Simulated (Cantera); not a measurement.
A perfectly stirred reactor is fed with CH4 : H2 : O2 = 0.003 : 1 : 0.0024 (molar parts), equivalence ratio 210, at 0.0132 atm; it is held at 2225 K, and followed from long to short residence time.

Computed with Cantera and GRI-Mech 3.0 (53 species, 325 reactions). Radical loss at walls, strong at low pressure, is not modelled.

What does this change do: temperature 2225 to 3000 K?


```tsv
quantity	before	after
x(CH4) at τ = 14.0 s	7.51e-6	9.01e-11
x(H2) at τ = 14.0 s	0.944	0.281
x(O2) at τ = 14.0 s	1.45e-8	2.43e-7
x(HO2) at τ = 14.0 s	1.04e-12	3.08e-11
x(H2O) at τ = 14.0 s	0.00176	0.000361
x(CH4) at τ = 62.0 ms	0.00103	1.97e-6
x(H2) at τ = 62.0 ms	0.977	0.715
x(O2) at τ = 62.0 ms	1.04e-5	3.43e-7
x(HO2) at τ = 62.0 ms	2.09e-9	1.05e-10
x(H2O) at τ = 62.0 ms	0.00451	0.00140
```
